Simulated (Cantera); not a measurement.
Input: 1 mol Si(CH3)4, 0.04 mol C3H8, 6 mol H2, held at 2250 K and 0.100 bar.

Cantera equilibrium calculation (NASA polynomials, part measured and part estimated; ideal gas, pure solids and liquids). Candidate condensed phases: C, C6H6, C7H8, C8H18, Si, SiC; 87 gas species. Gases not in the tables: Si2H6 and higher silanes. Kinetics and transport are ignored.

Base state: H2 0.973, H 0.0232, C2H2 (acetylene) 0.00326, Si 0.000738, SiH 9.26e-5, SiC2 8.53e-5, Si2C 5.11e-5, SiH2 4.54e-5 (mole fractions); condensed: C(graphite) + SiC(s).

Problem. What changes in the equilibrium state with this change: temperature from 2250 K to 1725 K?

Solution. 
```csv
species,before,after
H2,0.973,0.999
H,0.0232,0.000587
CH4,2.24e-5,9.97e-5
C2H2 (acetylene),0.00326,9.21e-5
SiH2,4.54e-5,2.90e-7
SiC2,8.53e-5,1.58e-9
Si2C,5.11e-5,1.20e-9
Si,0.000738,1.71e-7
SiH,9.26e-5,7.72e-8
"C(graphite), mol",3.05,3.12
"SiC(s), mol",0.987,1.000
```
